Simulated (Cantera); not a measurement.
Thermodynamics of tantalum, niobium, vanadium and zirconium in process gases, feed Ta + CH4 + H2

Feed: 1 mol Ta, 2.8 mol CH4, 35 mol H2, held at 10.0 Torr.

Cantera equilibrium calculation (NASA polynomials, part measured and part estimated; ideal gas, pure solids and liquids). Candidate condensed phases: C, C6H6, C7H8, C8H18, Ta, TaC; 77 gas species. TaC: taken at fixed stoichiometry. Condensed phases not in the tables: Ta2C. The numbers say what is thermodynamically allowed, not how fast it happens.

```csv
T (K),x H2,x H,x C2H2 (acetylene),x CH4,x C2H,n C(graphite),n TaC(s)
1348,1.000,2.00e-5,1.20e-6,7.78e-5,<1e-12,1.80,1.00
1423,1.000,5.75e-5,3.43e-6,5.08e-5,<1e-12,1.80,1.00
1498,1.000,0.000149,8.81e-6,3.46e-5,2.44e-12,1.80,1.00
1573,1.000,0.000352,2.06e-5,2.44e-5,2.11e-11,1.80,1.00
1648,0.999,0.000771,4.47e-5,1.78e-5,1.49e-10,1.80,1.00
1723,0.998,0.00158,9.03e-5,1.34e-5,8.89e-10,1.79,1.00
1798,0.997,0.00304,0.000172,1.03e-5,4.56e-9,1.79,1.00
1873,0.994,0.00557,0.000310,8.03e-6,2.05e-8,1.77,1.00
1948,0.990,0.00974,0.000533,6.39e-6,8.19e-8,1.76,1.00
2023,0.983,0.0163,0.000878,5.15e-6,2.95e-7,1.73,1.00
2098,0.972,0.0263,0.00139,4.18e-6,9.64e-7,1.69,1.00
2173,0.957,0.0409,0.00211,3.41e-6,2.90e-6,1.62,1.00
```
x: gas mole fraction; n: condensed amount in mol.

From 1348 K to 2173 K the condensed part is C(graphite) + TaC(s).
